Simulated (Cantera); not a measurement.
Mixture: CO : H2 : O2 : N2 : CO2 = 1 : 0.51 : 1.35 : 5.07 : 1.4 (molar parts), equivalence ratio 0.56, at 540000 Pa, adiabatic and at constant volume. Ignition delay is the time to a rise of 400 K.

Computed with Cantera and GRI-Mech 3.0 (53 species, 325 reactions). The hydrogen kinetics of GRI-Mech 3.0 are dated; newer H2 mechanisms differ, most at raised pressure. Where the delays flatten at high temperature, the 400 K rule measures the pace of heat release, not the induction time.

### Question
What does this change do: CO2 1.4 to 1 parts?

### Answer
```
quantity          before    after
---------------  -------  -------
delay at 1173 K  55.9 µs  48.7 µs
delay at 1273 K  16.5 µs  15.1 µs
delay at 1373 K  9.60 µs  8.82 µs
delay at 1473 K  7.11 µs  6.46 µs
delay at 1573 K  6.07 µs  5.41 µs
delay at 1673 K  5.72 µs  4.97 µs
```

### Question
What does this change do: 0.15 parts H2O added?

### Answer
| quantity | before | after |
|---|---|---|
| delay at 1173 K | 55.9 µs | 77.1 µs |
| delay at 1273 K | 16.5 µs | 18.3 µs |
| delay at 1373 K | 9.60 µs | 10.1 µs |
| delay at 1473 K | 7.11 µs | 7.23 µs |
| delay at 1573 K | 6.07 µs | 6.03 µs |
| delay at 1673 K | 5.72 µs | 5.57 µs |

### Question
What does this change do: CO 1 to 0.42 parts?

### Answer
```json
[
 {"quantity": "delay at 1173 K", "before": "55.9 µs", "after": "64.2 µs"},
 {"quantity": "delay at 1273 K", "before": "16.5 µs", "after": "16.9 µs"},
 {"quantity": "delay at 1373 K", "before": "9.60 µs", "after": "9.98 µs"},
 {"quantity": "delay at 1473 K", "before": "7.11 µs", "after": "7.79 µs"},
 {"quantity": "delay at 1573 K", "before": "6.07 µs", "after": "7.20 µs"},
 {"quantity": "delay at 1673 K", "before": "5.72 µs", "after": "7.45 µs"}
]
```
